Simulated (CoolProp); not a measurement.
Vapour-liquid equilibrium of ethylene (1) + ethane (2) at -79.15 °C; x and y are mole fractions of (1).

Computed with CoolProp (multi-fluid Helmholtz-energy mixture model, Smukala 2000 and Bücker 2006; pair parameters Bell 2016).

**Question.** Give the bubble pressure and the first vapour's composition at x = 0.05, 0.725, 0.8. Is there an azeotrope?

**Answer.** x = 0.05: 0.1762 MPa, y = 0.111; x = 0.725: 0.3034 MPa, y = 0.834; x = 0.8: 0.3168 MPa, y = 0.884. No azeotrope shows between x = 0.05 and 0.95.

Pair parameters are fitted to limited data, so mixtures are less certain than the pure fluids.
